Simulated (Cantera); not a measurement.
An adiabatic, constant-pressure homogeneous reactor starts with H₂ : O₂ : N₂ : NO = 1 : 1.43 : 4.43 : 0.0072 (molar parts), at 1623 K and 160000 Pa. Integrator tolerance rtol = 1e-08.

Cantera simulation using GRI-Mech 3.0 (53 species, 325 reactions); the numbers are that mechanism's predictions, not measurements.

| quantity | before | after |
|---|---|---|
| time of steepest temperature rise | 6.07 µs | 7.08 µs |
| temperature at 0.700 s | 2495 K | 2257 K |
| equilibrium temperature | 2495 K | 2257 K |
| x(H₂) at 0.700 s | 0.00186 (gas-phase equilibrium 0.00186) | 0.000317 (gas-phase equilibrium 0.000317) |
| x(O₂) at 0.700 s | 0.133 (gas-phase equilibrium 0.133) | 0.171 (gas-phase equilibrium 0.171) |
| x(NO) at 0.700 s | 0.0169 (gas-phase equilibrium 0.0169) | 0.0123 (gas-phase equilibrium 0.0123) |
| x(H₂O) at 0.700 s | 0.147 (gas-phase equilibrium 0.147) | 0.102 (gas-phase equilibrium 0.102) |
| x(H) at 0.700 s | 0.000843 (gas-phase equilibrium 0.000843) | 0.000110 (gas-phase equilibrium 0.000110) |
| x(HO₂) at 0.700 s | 1.36e-5 (gas-phase equilibrium 1.36e-5) | 6.91e-6 (gas-phase equilibrium 6.91e-6) |

### Question
What was changed between the two runs?
A. constant volume in place of constant pressure
B. H2 1 to 0.33 parts
C. H2 1 to 0.65 parts
D. O2 1.43 to 0.61 parts

### Answer
C, H2 1 to 0.65 parts
